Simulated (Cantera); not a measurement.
A closed system holds: 1 mol Al, 0.01 mol CO2, 1.3 mol N2, equilibrated at 0.0290 bar.

Cantera equilibrium calculation (NASA polynomials, part measured and part estimated; ideal gas, pure solids and liquids). Candidate condensed phases: Al, AlN, Al2O3, C; 32 gas species. Mutual solubility and eutectic melting of coexisting phases are not modelled. Condensed phases not in the tables: aluminium oxynitride. The numbers say what is thermodynamically allowed, not how fast it happens.

Over these rows the condensed part is AlN(s) + Al2O3(s). Partial pressures as log10 of bar:

```csv
T (K),1000/T (1/K),log p Al2O,log p N2,log p CO
1748,0.5721,-7.10,-1.54,-3.45
1773,0.5640,-6.76,-1.54,-3.45
1798,0.5562,-6.43,-1.54,-3.45
1823,0.5485,-6.11,-1.54,-3.45
1848,0.5411,?,-1.54,-3.45
1873,0.5339,-5.50,-1.54,-3.45
```

### Question
Fit log p(Al2O) = a + b·(1000/T) to the five rows, give the apparent enthalpy, and predict the row at 1848 K.

### Answer
Means: 1000/T = 0.5549, log p = -6.380. Sxy = -0.036115, Sxx = 0.0008623, so b = -41.88 and a = -6.380 − (-41.88)×0.5549 = 16.86.
Apparent enthalpy: −19.145 × (-41.88) = 802 kJ/mol. With the condensed phases at unit activity, 4/3 AlN(s) + 1/3 Al2O3(s) = Al2O(g) + 2/3 N2(g) links this pressure to the main gases: over the six rows their terms move log p by +0.00 in all, so the slope is close to that reaction's ΔH°. The five rows lie within 0.01 of the line.
Prediction at 1848 K: 16.86 + (-41.88)×0.5411 = -5.80. The computed value is -5.80, 0.00 from the line.
